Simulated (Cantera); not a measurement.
Adiabatic ignition

An adiabatic, constant-volume homogeneous reactor starts with CH₄ : C₂H₆ : O₂ : N₂ = 1 : 0.031 : 2.42 : 9.11 (molar parts), at 1700 K and 1.01 bar.

Cantera simulation using GRI-Mech 3.0 (53 species, 325 reactions); the numbers are that mechanism's predictions, not measurements.

```json
[
 {"t (s)": "1.00e-6", "T (K)": "1700", "P (bar)": "1.01", "x CH₄": "0.0796", "x C₂H₆": "0.00244", "x O₂": "0.193", "x NO": "<1e-12", "x NO₂": "<1e-12", "x H₂": "5.66e-7", "x HO₂": "5.99e-7"},
 {"t (s)": "2.43e-6", "T (K)": "1699", "P (bar)": "1.01", "x CH₄": "0.0796", "x C₂H₆": "0.00240", "x O₂": "0.193", "x NO": "<1e-12", "x NO₂": "<1e-12", "x H₂": "2.10e-6", "x HO₂": "1.76e-6"},
 {"t (s)": "5.89e-6", "T (K)": "1698", "P (bar)": "1.01", "x CH₄": "0.0796", "x C₂H₆": "0.00231", "x O₂": "0.193", "x NO": "<1e-12", "x NO₂": "<1e-12", "x H₂": "9.46e-6", "x HO₂": "5.80e-6"},
 {"t (s)": "1.43e-5", "T (K)": "1697", "P (bar)": "1.01", "x CH₄": "0.0793", "x C₂H₆": "0.00211", "x O₂": "0.192", "x NO": "3.70e-12", "x NO₂": "<1e-12", "x H₂": "6.35e-5", "x HO₂": "1.88e-5"},
 {"t (s)": "3.47e-5", "T (K)": "1699", "P (bar)": "1.01", "x CH₄": "0.0776", "x C₂H₆": "0.00178", "x O₂": "0.191", "x NO": "3.56e-11", "x NO₂": "<1e-12", "x H₂": "0.000622", "x HO₂": "5.45e-5"},
 {"t (s)": "8.43e-5", "T (K)": "1902", "P (bar)": "1.15", "x CH₄": "0.0481", "x C₂H₆": "0.000716", "x O₂": "0.163", "x NO": "1.19e-8", "x NO₂": "1.84e-10", "x H₂": "0.0155", "x HO₂": "0.000477"},
 {"t (s)": "0.000205", "T (K)": "2923", "P (bar)": "1.84", "x CH₄": "<1e-12", "x C₂H₆": "<1e-12", "x O₂": "0.0389", "x NO": "0.00347", "x NO₂": "1.22e-6", "x H₂": "0.0161", "x HO₂": "1.33e-5"},
 {"t (s)": "0.000497", "T (K)": "2918", "P (bar)": "1.83", "x CH₄": "<1e-12", "x C₂H₆": "<1e-12", "x O₂": "0.0360", "x NO": "0.0107", "x NO₂": "3.68e-6", "x H₂": "0.0163", "x HO₂": "1.25e-5"},
 {"t (s)": "0.00121", "T (K)": "2913", "P (bar)": "1.83", "x CH₄": "<1e-12", "x C₂H₆": "<1e-12", "x O₂": "0.0342", "x NO": "0.0155", "x NO₂": "5.20e-6", "x H₂": "0.0164", "x HO₂": "1.19e-5"},
 {"t (s)": "0.00293", "T (K)": "2912", "P (bar)": "1.83", "x CH₄": "<1e-12", "x C₂H₆": "<1e-12", "x O₂": "0.0340", "x NO": "0.0160", "x NO₂": "5.37e-6", "x H₂": "0.0164", "x HO₂": "1.18e-5"},
 {"t (s)": "0.00711", "T (K)": "2912", "P (bar)": "1.83", "x CH₄": "<1e-12", "x C₂H₆": "<1e-12", "x O₂": "0.0340", "x NO": "0.0160", "x NO₂": "5.37e-6", "x H₂": "0.0164", "x HO₂": "1.18e-5"},
 {"t (s)": "0.0173", "T (K)": "2912", "P (bar)": "1.83", "x CH₄": "<1e-12", "x C₂H₆": "<1e-12", "x O₂": "0.0340", "x NO": "0.0160", "x NO₂": "5.37e-6", "x H₂": "0.0164", "x HO₂": "1.18e-5"},
 {"t (s)": "0.0419", "T (K)": "2912", "P (bar)": "1.83", "x CH₄": "<1e-12", "x C₂H₆": "<1e-12", "x O₂": "0.0340", "x NO": "0.0160", "x NO₂": "5.37e-6", "x H₂": "0.0164", "x HO₂": "1.18e-5"},
 {"t (s)": "0.102", "T (K)": "2912", "P (bar)": "1.83", "x CH₄": "<1e-12", "x C₂H₆": "<1e-12", "x O₂": "0.0340", "x NO": "0.0160", "x NO₂": "5.37e-6", "x H₂": "0.0164", "x HO₂": "1.18e-5"},
 {"t (s)": "0.247", "T (K)": "2912", "P (bar)": "1.83", "x CH₄": "<1e-12", "x C₂H₆": "<1e-12", "x O₂": "0.0340", "x NO": "0.0160", "x NO₂": "5.37e-6", "x H₂": "0.0164", "x HO₂": "1.18e-5"},
 {"t (s)": "0.600", "T (K)": "2912", "P (bar)": "1.83", "x CH₄": "<1e-12", "x C₂H₆": "<1e-12", "x O₂": "0.0340", "x NO": "0.0160", "x NO₂": "5.37e-6", "x H₂": "0.0164", "x HO₂": "1.18e-5"}
]
```
x: mole fraction; the columns are a selection and need not sum to one.

```yaml
time_of_steepest_temperature_rise: 93.2 µs
temperature at 0.600 s: 2912 K
equilibrium_temperature: 2912 K
x(CH₄) at 0.600 s: <1e-12 (gas-phase equilibrium <1e-12)
x(C₂H₆) at 0.600 s: <1e-12 (gas-phase equilibrium <1e-12)
x(O₂) at 0.600 s: 0.0340 (gas-phase equilibrium 0.0340)
```
